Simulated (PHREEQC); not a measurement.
Make-up at 25 °C: 0.018 mol/kgw HF. Closed to the air; pH follows from the charge balance.

Equilibrium calculation in PHREEQC: ion-association model, phreeqc.dat.

This is a speciation only: nothing precipitates in the calculation.

Estimate the pH.

pH 2.50.

In which forms is F present?

HF 80 %, F- 18 %, HF2- 2.0 % of the F.

Species that the database lacks are ignored.
